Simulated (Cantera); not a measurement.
Input: 1 mol CH2F2, 0.59 mol CH4, 0.83 mol H2, at 1.30 mbar.

These are equilibrium values from Cantera (NASA tables, ideal gas, pure condensed phases), not measurements of a reactor. Candidate condensed phases: C, C6H6, C7H8, C8H18; 95 gas species. Kinetics and transport are ignored. All values below are at 1100 K.

Base state: H2 0.501, HF 0.499, CH4 1.17e-5 (mole fractions); condensed: C(graphite).

### Question
What changes in the equilibrium state with this change: CH2F2 replaced by CH3Cl?

### Answer
```csv
species,before,after
H2,0.501,0.751
HCl,0,0.249
CH4,1.17e-5,2.63e-5
HF,0.499,0
"C(graphite), mol",1.59,1.59
```
